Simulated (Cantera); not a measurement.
Cantera run:

```python
import numpy as np
import cantera as ct

gas_names = """
    AL ALCL ALCL2 ALCL3 ALH ALN AL2 AL2CL6 CL CL2 H HCL H2 N NH NH2 NH3 N2 N2H2 N2H4
""".split()
cond_names = """
    AL(cr) AL(L) ALCL3(s) ALCL3(L) ALN(s) NH4CL(a) NH4CL(b)
""".split()


# ... load() reads the species with a 1 bar reference pressure and builds the phases ...
atoms = {
    'AlCl3': {'AL': 1, 'CL': 3},
    'NH3': {'N': 1, 'H': 3},
    'N2': {'N': 2},
}
top_T = {'ALN(s)': 2750}  # K; cautious upper limits of use, not melting points


# ... equilibrate(T, P, feed) seeds the gas with the atoms and calls Mixture.equilibrate('TP', solver="vcs", rtol=1e-11, max_steps=5000) ...
results = []
T = 723.15  # K
P = 1000  # Pa
for m in [62, 110, 160, 210, 260, 310, 360, 400, 450, 500, 550, 600, 650]:
    feed = {'AlCl3': 1, 'NH3': 4.5, 'N2': m}  # mol
    mix = equilibrate(T, P, feed)
    results.append((T, P, feed, dict(zip(mix.species_names, mix.species_moles))))

top = {s: max(r[3][s] / sum(r[3][g] for g in gas_names) for r in results) for s in gas_names}
cols = sorted((s for s in top if top[s] > 0.001), key=lambda s: -top[s])[:6]
seen = [c for c in cond_names if any(r[3].get(c, 0) > 1e-12 for r in results)]
print("log10 of partial pressures in bar; condensed amounts in mol")
print(f"{'n(N2)':>10s}" + "".join(f"{s[:9]:>10s}" for s in cols + seen))
for T, P, feed, n in results:
    ng = sum(n[g] for g in gas_names)
    print(f"{feed['N2']:10.4g}" + "".join(f"{np.log10(max(n[s] / ng * P / 1e5, 1e-99)):10.3f}" for s in cols)
          + "".join(f"{n.get(c, 0):10.4g}" for c in seen))
```

Result:

```
log10 of partial pressures in bar; condensed amounts in mol
     n(N2)        N2        H2       HCL     ALCL3    ALN(s)
        62    -2.052    -3.095    -3.572    -4.306    0.6435
       110    -2.030    -3.321    -3.770    -4.573    0.6792
       160    -2.021    -3.475    -3.907    -4.757    0.7024
       210    -2.016    -3.589    -4.009    -4.894    0.7191
       260    -2.013    -3.679    -4.090    -5.003     0.732
       310    -2.011    -3.754    -4.157    -5.095    0.7426
       360    -2.010    -3.818    -4.215    -5.173    0.7515
       400    -2.009    -3.864    -4.256    -5.229    0.7577
       450    -2.008    -3.914    -4.302    -5.291    0.7646
       500    -2.007    -3.960    -4.344    -5.347    0.7707
       550    -2.006    -4.001    -4.381    -5.398    0.7761
       600    -2.006    -4.039    -4.416    -5.445    0.7811
       650    -2.005    -4.074    -4.447    -5.488    0.7856
```

These are equilibrium values from Cantera (NASA tables, ideal gas, pure condensed phases), not measurements of a reactor.
